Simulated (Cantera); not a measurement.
Charge: 1 mol S, 0.039 mol SO₂, 0.86 mol N₂, 0.066 mol H₂O, equilibrated at 0.000280 bar.

Equilibrium computed with Cantera from the NASA thermochemical tables; the gas is ideal and each condensed phase is pure. Candidate condensed phases: H₂O, H₂SO₄, S; 60 gas species. Ions and electrons are included (thermal ionisation). Equilibrium is a limit: real reactors are often held back by kinetics, nucleation or transport.

### Question
At 3500 K, list the 4 most abundant gas species with their mole fractions, and the condensed phases.

### Answer
S 0.475, N₂ 0.390, O 0.0654, H 0.0605. Condensed: gas only.
